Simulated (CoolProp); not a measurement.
Vapour-liquid equilibrium of cyclohexane (1) + toluene (2) at 361.5 K; x and y are mole fractions of (1).

The numbers come from the multi-fluid Helmholtz-energy mixture model, Zhou 2014 and Lemmon 2006; pair parameters Bell 2016 in CoolProp.

```json
[
 {"x": "0.05", "bubble pressure (MPa)": "0.05698", "y at the bubble point": "0.139", "dew pressure at overall composition x (MPa)": "0.05332", "liquid density (mol/L)": "8.684"},
 {"x": "0.125", "bubble pressure (MPa)": "0.06475", "y at the bubble point": "0.297", "dew pressure at overall composition x (MPa)": "0.05637", "liquid density (mol/L)": "8.662"},
 {"x": "0.2", "bubble pressure (MPa)": "0.07194", "y at the bubble point": "0.416", "dew pressure at overall composition x (MPa)": "0.05975", "liquid density (mol/L)": "8.640"},
 {"x": "0.275", "bubble pressure (MPa)": "0.07859", "y at the bubble point": "0.510", "dew pressure at overall composition x (MPa)": "0.06354", "liquid density (mol/L)": "8.618"},
 {"x": "0.35", "bubble pressure (MPa)": "0.08478", "y at the bubble point": "0.586", "dew pressure at overall composition x (MPa)": "0.06777", "liquid density (mol/L)": "8.597"},
 {"x": "0.425", "bubble pressure (MPa)": "0.09056", "y at the bubble point": "0.650", "dew pressure at overall composition x (MPa)": "0.07252", "liquid density (mol/L)": "8.577"},
 {"x": "0.5", "bubble pressure (MPa)": "0.09598", "y at the bubble point": "0.707", "dew pressure at overall composition x (MPa)": "0.07786", "liquid density (mol/L)": "8.557"},
 {"x": "0.575", "bubble pressure (MPa)": "0.1011", "y at the bubble point": "0.757", "dew pressure at overall composition x (MPa)": "0.08385", "liquid density (mol/L)": "8.539"},
 {"x": "0.65", "bubble pressure (MPa)": "0.1060", "y at the bubble point": "0.803", "dew pressure at overall composition x (MPa)": "0.09052", "liquid density (mol/L)": "8.521"},
 {"x": "0.725", "bubble pressure (MPa)": "0.1107", "y at the bubble point": "0.846", "dew pressure at overall composition x (MPa)": "0.09784", "liquid density (mol/L)": "8.504"},
 {"x": "0.8", "bubble pressure (MPa)": "0.1152", "y at the bubble point": "0.888", "dew pressure at overall composition x (MPa)": "0.1057", "liquid density (mol/L)": "8.489"},
 {"x": "0.875", "bubble pressure (MPa)": "0.1196", "y at the bubble point": "0.930", "dew pressure at overall composition x (MPa)": "0.1138", "liquid density (mol/L)": "8.475"},
 {"x": "0.95", "bubble pressure (MPa)": "0.1239", "y at the bubble point": "0.971", "dew pressure at overall composition x (MPa)": "0.1217", "liquid density (mol/L)": "8.463"}
]
```

No azeotrope shows between x = 0.05 and 0.95.

The pair parameters rest on a limited set of measurements; away from them the model extrapolates.
